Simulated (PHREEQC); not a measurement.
Consider water at 25 °C with 0.15 mol/kgw HNO3, 0.00029 mol/kgw K2SO4 and 9.6e-06 mol/kgw CO2. Closed to the air; pH follows from the charge balance.

Model: ion-association model, wateq4f.dat, run in PHREEQC.

| quantity | before | after |
|---|---|---|
| pH | 0.92 | 0.93 |
| HSO4- (mol/kgw) | 0.000242 | 0.000277 |
| SO4-2 (mol/kgw) | 4.75e-5 | 1.30e-5 |
| KSO4- (mol/kgw) | 6.03e-8 | 3.42e-8 |
| HCO3- (mol/kgw) | 4.75e-11 | 4.97e-11 |

Task: Which change was made?
A) HNO3 left out
B) 0.014 mol/kgw NaOH added
C) temperature from 25 to 75 °C
D) temperature from 25 to 85 °C

Result: D, temperature from 25 to 85 °C

No solid was allowed to form. Away from 25 °C the constants follow the database's enthalpies or fits; those with neither stay at their 25 °C values.
